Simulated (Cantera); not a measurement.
What does this Cantera script print?

```python
import numpy as np
import cantera as ct

gas_names = """
    Fe FeO Fe(OH)2 H HO2 H2 H2O H2O2 O OH O2 O3
""".split()
cond_names = """
    Fe(a) Fe(c) Fe(d) Fe(L) FeO(s) FeO(L) Fe(OH)2(s) Fe(OH)3(s) Fe2O3(s) Fe3O4(s) H2O(s) H2O(L)
""".split()


# ... load() reads the species with a 1 bar reference pressure and builds the phases ...
atoms = {
    'Fe2O3': {'Fe': 2, 'O': 3},
    'H2O': {'H': 2, 'O': 1},
}
top_T = {'Fe2O3(s)': 1830, 'Fe3O4(s)': 1870}  # K; cautious upper limits of use, not melting points


# ... equilibrate(T, P, feed) seeds the gas with the atoms and calls Mixture.equilibrate('TP', solver="vcs", rtol=1e-11, max_steps=5000) ...
results = []
feed = {'Fe2O3': 1, 'H2O': 0.012}  # mol
T = 1523.15  # K
P = 100000  # Pa
mix = equilibrate(T, P, feed)
results.append((T, P, feed, dict(zip(mix.species_names, mix.species_moles))))
print(gas.report(threshold=1e-06))
for i in range(1, mix.n_phases):
    print(f"{mix.phase(i).name:16s} {mix.phase_moles(i):12.5e} mol")
```

It prints:

```
       temperature   1523.2 K
          pressure   1e+05 Pa
           density   0.14328 kg/m^3
  mean mol. weight   18.146 kg/kmol
   phase of matter   gas

                          1 kg             1 kmol
                     ---------------   ---------------
          enthalpy       -1.0485e+07       -1.9025e+08  J
   internal energy       -1.1183e+07       -2.0292e+08  J
           entropy             13884        2.5193e+05  J/K
    Gibbs function       -3.1632e+07       -5.7398e+08  J
 heat capacity c_p            2615.7             47464  J/K
 heat capacity c_v            2157.5             39149  J/K

                      mass frac. Y      mole frac. X     chem. pot. / RT
                     ---------------   ---------------   ---------------
           Fe(OH)2        1.0653e-05        2.1512e-06           -81.829
                H2         2.917e-06        2.6256e-05           -29.195
               H2O           0.98333           0.99046           -45.447
                OH        0.00012935        0.00013801           -30.849
                O2          0.016526         0.0093719           -32.503
     [   +7 minor]        6.5029e-07        7.4746e-07

Fe(c)             0.00000e+00 mol
FeO(s)            0.00000e+00 mol
Fe2O3(s)          9.99317e-01 mol
Fe3O4(s)          4.55161e-04 mol
```

Cantera equilibrium calculation (NASA polynomials, part measured and part estimated; ideal gas, pure solids and liquids). Mutual solubility and eutectic melting of coexisting phases are not modelled.
